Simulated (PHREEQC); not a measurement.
Make-up at 20 °C: 0.0027 mol H2SO4, 0.0015 mol AlCl3 and 0.00047 mol KCl per kg of water. It is in equilibrium with CO2 at log p = -3.5 (atm). Otherwise closed; pH follows from the charge balance.

All values are PHREEQC results (ion-association model, phreeqc.dat), not measurements.

```yaml
pH: 2.34
ionic_strength: 0.0116 mol/kgw
total_alkalinity: -5.40 meq/kg
```

| species | molality | activity | log γ |
|---|---|---|---|
| H+ | 0.00499 | 0.00454 | -0.041 |
| Cl- | 0.00497 | 0.00445 | -0.048 |
| SO4-2 | 0.00141 | 0.000921 | -0.185 |
| AlSO4+ | 0.000831 | 0.000746 | -0.047 |
| Al+3 | 0.000644 | 0.000274 | -0.372 |
| K+ | 0.000467 | 0.000418 | -0.048 |
| HSO4- | 0.000407 | 0.000365 | -0.047 |
| Al(SO4)2- | 2.36e-5 | 2.12e-5 | -0.047 |
| CO2 | 1.24e-5 | 1.24e-5 | 0.001 |
| KSO4- | 2.75e-6 | 2.48e-6 | -0.046 |
| AlOH+2 | 6.56e-7 | 4.31e-7 | -0.183 |
| AlHSO4+2 | 4.46e-7 | 2.88e-7 | -0.189 |
| HCO3- | 1.26e-9 | 1.13e-9 | -0.046 |

No solid was allowed to form. Complexes and solids missing from the database can't appear.
